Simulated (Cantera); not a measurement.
A closed system holds: 1 mol SiC, 0.69 mol CO2, 490 mol H2, equilibrated at 16000 Pa.

These are equilibrium values from Cantera (NASA tables, ideal gas, pure condensed phases), not measurements of a reactor. Candidate condensed phases: C, C6H6, C7H8, C8H18, H2O, Si, SiC, SiO2; 123 gas species. Mutual solubility and eutectic melting of coexisting phases are not modelled. The tables hold silica as quartz up to 1696 K and as liquid above; real silica turns to tridymite and cristobalite and melts near 1996 K. Gases not in the tables: Si2H6 and higher silanes. Equilibrium is a limit: real reactors are often held back by kinetics, nucleation or transport.

log p: log10 of the partial pressure in bar; n: condensed amount in mol.

| T (°C) | log p H2 | log p H | log p CH4 | log p CO | log p Si | log p SiO | n SiC(s) | n SiO2(β-quartz) |
|---|---|---|---|---|---|---|---|---|
| 650 | -0.80 | -10.01 | -3.34 | -9.91 | <-12 | -12.10 | 0.310 | 0.690 |
| 750 | -0.80 | -8.78 | -3.35 | -7.49 | <-12 | -10.22 | 0.310 | 0.690 |
| 850 | -0.80 | ___ | -3.35 | ___ | <-12 | ___ | 0.315 | 0.685 |
| 950 | -0.80 | -6.92 | -3.50 | -4.06 | <-12 | -7.33 | 0.445 | 0.555 |
| 1050 | -0.80 | -6.20 | -4.13 | -3.60 | -12.16 | -5.93 | 0.694 | 0.302 |
| 1150 | -0.80 | -5.58 | -4.89 | -3.52 | -10.21 | -4.63 | 0.734 | 0.194 |
| 1250 | -0.80 | -5.03 | -5.33 | -3.48 | -8.74 | -3.94 | 0.649 | 0 |
| 1350 | -0.80 | -4.56 | -5.44 | -3.47 | -7.73 | -3.94 | 0.650 | 0 |
| 1450 | -0.80 | -4.14 | -5.53 | -3.47 | -6.84 | -3.94 | 0.649 | 0 |
| 1550 | -0.80 | -3.76 | -5.62 | -3.47 | -6.05 | -3.95 | 0.646 | 0 |
| 1650 | -0.80 | ___ | -5.69 | -3.47 | ___ | -3.96 | 0.633 | 0 |
| 1750 | -0.80 | -3.12 | -5.74 | -3.46 | -4.73 | -3.99 | 0.589 | 0 |
| 1850 | -0.80 | -2.85 | -5.74 | -3.44 | -4.21 | -4.08 | 0.461 | 0 |
| 1950 | -0.80 | -2.60 | -5.69 | -3.41 | -3.79 | -4.27 | 0.120 | 0 |

Q: Complete the blanks.

A: 
- 1650, log p H: -3.43
- 1650, log p Si: -5.35
- 850, log p H: -7.77
- 850, log p CO: -5.50
- 850, log p SiO: -8.69
